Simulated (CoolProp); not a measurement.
Sulfur hexafluoride at 293.15 K and 1.48 MPa is throttled through a valve to 0.929 MPa with no heat exchange. Each further row changes one setting.

Computed with CoolProp (reference Helmholtz-energy equation of state, Guder 2009).

```
case                       temperature change (K)  final density (kg/m³)
-------------------------  ----------------------  ---------------------
as stated                              (withheld)             (withheld)
outlet pressure 0.279 MPa              (withheld)             (withheld)
outlet pressure 1.21 MPa               (withheld)             (withheld)
```

Task: Some entries are withheld; supply them.

Result: 
- as stated, temperature change (K): -7.1
- as stated, final density (kg/m³): 65.7
- outlet pressure 0.279 MPa, temperature change (K): -15.0
- outlet pressure 0.279 MPa, final density (kg/m³): 18.4
- outlet pressure 1.21 MPa, temperature change (K): -3.5
- outlet pressure 1.21 MPa, final density (kg/m³): 88.6
